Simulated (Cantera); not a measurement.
**Carbothermic reduction: Ta2O5 + CH4 + H2 + C**

Feed: 1 mol Ta2O5, 0.3 mol CH4, 0.25 mol H2, 0.59 mol C, held at 1 atm.

Method: chemical equilibrium by Gibbs-energy minimisation in Cantera with the NASA 1993 tables (ideal gas, pure condensed phases). Candidate condensed phases: C, C6H6, C7H8, C8H18, H2O, Ta, TaC, Ta2O5; 113 gas species. Mutual solubility and eutectic melting of coexisting phases are not modelled. TaC: taken at fixed stoichiometry. Condensed phases not in the tables: Ta2C. Equilibrium is a limit: real reactors are often held back by kinetics, nucleation or transport.

| T (°C) | log p H2 | log p CO | log p H | log p H2O | log p CO2 | log p TaO2 | n TaC(s) | n Ta2O5(s) | n Ta2O5(l) |
|---|---|---|---|---|---|---|---|---|---|
| 1450 | -0.24 | -0.36 | -3.86 | -2.49 | -3.16 | -8.98 | 0.256 | 0.872 | 0 |
| 1550 | -0.24 | -0.36 | -3.48 | -2.44 | -3.16 | -7.90 | 0.256 | 0.872 | 0 |
| 1650 | -0.24 | -0.36 | -3.15 | -2.40 | -3.16 | -6.95 | 0.256 | 0.872 | 0 |
| 1750 | -0.24 | -0.36 | -2.84 | -2.37 | -3.16 | -6.09 | 0.256 | 0.872 | 0 |
| 1850 | -0.24 | -0.37 | -2.57 | -2.35 | -3.18 | -5.36 | 0.256 | 0 | 0.872 |
| 1950 | -0.24 | -0.37 | -2.31 | -2.35 | -3.20 | -4.72 | 0.256 | 0 | 0.872 |
| 2050 | -0.24 | -0.37 | -2.09 | -2.34 | -3.22 | -4.13 | 0.256 | 0 | 0.872 |
| 2150 | -0.25 | -0.37 | -1.88 | -2.34 | -3.24 | -3.61 | 0.256 | 0 | 0.872 |
log p: log10 of the partial pressure in bar; n: condensed amount in mol.

From 1450 °C to 1750 °C the condensed part is TaC(s) + Ta2O5(s). From 1850 °C to 2150 °C the condensed part is TaC(s) + Ta2O5(l).
